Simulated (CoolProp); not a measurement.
CHF3 (R23) at several states: density (kg/m³) from the reference equation and from simpler models built on Tc = 299.3 K, pc = 48.32 bar, ω = 0.263; each cubic takes its own stable root.

Computed with CoolProp (reference Helmholtz-energy equation of state, Penoncello 2003).

```json
[
 {"T (K)": "135.2", "p (bar)": "21.5", "phase": "liquid", "reference": "1648", "van der Waals": "919.2", "Soave-Redlich-Kwong": "1387", "Peng-Robinson": "1557"},
 {"T (K)": "262", "p (bar)": "5.76", "phase": "gas", "reference": "19.96", "van der Waals": "19.51", "Soave-Redlich-Kwong": "19.81", "Peng-Robinson": "19.92"},
 {"T (K)": "473.6", "p (bar)": "6.48", "phase": "gas", "reference": "11.62", "van der Waals": "11.66", "Soave-Redlich-Kwong": "11.59", "Peng-Robinson": "11.63"},
 {"T (K)": "284.4", "p (bar)": "89.7", "phase": "liquid", "reference": "1052", "van der Waals": "664.2", "Soave-Redlich-Kwong": "868.1", "Peng-Robinson": "972.9"},
 {"T (K)": "349", "p (bar)": "0.891", "phase": "gas", "reference": "2.158", "van der Waals": "2.158", "Soave-Redlich-Kwong": "2.158", "Peng-Robinson": "2.159"}
]
```
